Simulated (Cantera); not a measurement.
**Equilibrium for carbon deposition, reforming and gasification: C + CO₂**

Input: 1 mol C, a varied amount of CO₂, at 2552 °C and 0.0920 bar.

These are equilibrium values from Cantera (NASA tables, ideal gas, pure condensed phases), not measurements of a reactor. Candidate condensed phases: C; 12 gas species. Equilibrium is a limit: real reactors are often held back by kinetics, nucleation or transport.

From 0.13 mol CO₂ to 0.94 mol CO₂ the condensed part is C(graphite). At 1.2 mol CO₂ nothing is condensed. The main C-bearing gas is CO throughout. The share of C in condensed phases is highest at 0.13 mol CO₂ (77.0 %) and lowest at 1.2 mol CO₂ (0.0 %).

| n(CO₂) (mol) | x CO | x CO₂ | x O | x O₂ | x C₃ | x C | x C₂ | x C₅ | n C(graphite) |
|---|---|---|---|---|---|---|---|---|---|
| 0.13 | 0.999 | 1.57e-7 | 1.72e-8 | <1e-12 | 0.000466 | 9.39e-5 | 4.57e-5 | 4.85e-6 | 0.870 |
| 0.16 | 0.999 | 1.57e-7 | 1.72e-8 | <1e-12 | 0.000466 | 9.39e-5 | 4.57e-5 | 4.85e-6 | 0.839 |
| 0.2 | 0.999 | 1.57e-7 | 1.72e-8 | <1e-12 | 0.000466 | 9.39e-5 | 4.57e-5 | 4.85e-6 | 0.799 |
| 0.25 | 0.999 | 1.57e-7 | 1.72e-8 | <1e-12 | 0.000466 | 9.39e-5 | 4.57e-5 | 4.85e-6 | 0.749 |
| 0.32 | 0.999 | 1.57e-7 | 1.72e-8 | <1e-12 | 0.000466 | 9.39e-5 | 4.57e-5 | 4.85e-6 | 0.679 |
| 0.39 | 0.999 | 1.57e-7 | 1.72e-8 | <1e-12 | 0.000466 | 9.39e-5 | 4.57e-5 | 4.85e-6 | 0.609 |
| 0.49 | 0.999 | 1.57e-7 | 1.72e-8 | <1e-12 | 0.000466 | 9.39e-5 | 4.57e-5 | 4.85e-6 | 0.508 |
| 0.61 | 0.999 | 1.57e-7 | 1.72e-8 | <1e-12 | 0.000466 | 9.39e-5 | 4.57e-5 | 4.85e-6 | 0.388 |
| 0.76 | 0.999 | 1.57e-7 | 1.72e-8 | <1e-12 | 0.000466 | 9.39e-5 | 4.57e-5 | 4.85e-6 | 0.238 |
| 0.94 | 0.999 | 1.57e-7 | 1.72e-8 | <1e-12 | 0.000466 | 9.39e-5 | 4.57e-5 | 4.85e-6 | 0.0570 |
| 1.2 | 0.912 | 0.0764 | 0.00917 | 0.00216 | <1e-12 | 1.61e-10 | <1e-12 | <1e-12 | 0 |
x: gas mole fraction; n: condensed amount in mol.
